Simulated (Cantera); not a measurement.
Cantera with NASA thermochemical tables; ideal gases at 1 bar, condensed phases pure. Values are per mole of reaction as written; species without (g) are pure solids or liquids, kept so even where they would boil at 1 bar.

10 CaS + 4 C2H2(g) → 5 CS2(g) + C3H8(g) + 10 Ca

| T (K) | ΔH° (kJ) | ΔS° (J/K) | ΔG° (kJ) | log10 K |
|---|---|---|---|---|
| 300 | ___ | ___ | ___ | ___ |
| 725 | 4284.1 | 472.6 | 3941.5 | -283.97 |
| 775 | ___ | ___ | ___ | ___ |
| 825 | ___ | ___ | ___ | ___ |
| 875 | 4278.2 | 465.2 | 3871.2 | -231.09 |
| 925 | 4276.6 | 463.4 | 3848.0 | -217.29 |
| 975 | 4275.4 | 462.1 | 3824.8 | -204.91 |
| 1025 | 4274.6 | 461.3 | 3801.7 | -193.74 |
| 1075 | 4274.2 | 461.0 | 3778.7 | -183.60 |

Problem. What belongs in the gaps?

Solution. 
- 300, ΔH° (kJ): 4299.3
- 300, ΔS° (J/K): 515.4
- 300, ΔG° (kJ): 4144.7
- 300, log10 K: -721.64
- 775, ΔH° (kJ): 4282.0
- 775, ΔS° (J/K): 469.8
- 775, ΔG° (kJ): 3917.9
- 775, log10 K: -264.06
- 825, ΔH° (kJ): 4280.0
- 825, ΔS° (J/K): 467.3
- 825, ΔG° (kJ): 3894.5
- 825, log10 K: -246.57
